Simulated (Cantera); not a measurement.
Feed: 1 mol FeS₂, 0.94 mol H₂, 0.039 mol H₂O, equilibrated at 1.28 Torr.

Method: chemical equilibrium by Gibbs-energy minimisation in Cantera with the NASA 1993 tables (ideal gas, pure condensed phases). Candidate condensed phases: Fe, FeO, Fe(OH)₂, Fe(OH)₃, FeS, FeSO₄, FeS₂, Fe₂O₃, Fe₂(SO₄)₃, Fe₃O₄, H₂O, H₂SO₄, S; 22 gas species. FeS: taken at fixed stoichiometry. Equilibrium is a limit: real reactors are often held back by kinetics, nucleation or transport. All values below are at 1400 K.

Base state: H₂ 0.578, S₂ 0.309, H₂S 0.0809, H₂O 0.0273, SH 0.00447, S 0.000158, H 8.97e-5, SO 8.48e-5 (mole fractions); condensed: FeS(s).

Q: What changes in the equilibrium state with this change: FeS₂ replaced by Fe₃O₄?

A: 
| species | before | after |
|---|---|---|
| H₂O | 0.0273 | 0.977 |
| H₂ | 0.578 | 0.0233 |
| H | 8.97e-5 | 1.80e-5 |
| S₂ | 0.309 | 0 |
| H₂S | 0.0809 | 0 |
| SH | 0.00447 | 0 |
| S | 0.000158 | 0 |
| FeS(s), mol | 1.000 | 0 |
| FeO(s), mol | 0 | 2.75 |
| Fe₃O₄(s), mol | 0 | 0.0828 |
Mutual solubility and eutectic melting of coexisting phases are not modelled. The tables' stoichiometric FeO is somewhat more stable than real wüstite, so its field is too wide. FeO: taken at fixed stoichiometry.

Q: What changes in the equilibrium state with this change: FeS₂ replaced by SiO₂?

A: 
```tsv
species	before	after
H₂	0.578	0.960
H₂O	0.0273	0.0398
H	8.97e-5	0.000116
S₂	0.309	0
H₂S	0.0809	0
SH	0.00447	0
S	0.000158	0
SO	8.48e-5	0
SO₂	2.90e-5	0
FeS(s), mol	1.000	0
SiO₂(β-quartz), mol	0	1.000
```
The tables hold silica as quartz up to 1696 K and as liquid above; real silica turns to tridymite and cristobalite and melts near 1996 K. Further candidate phases: Si, SiO₂.
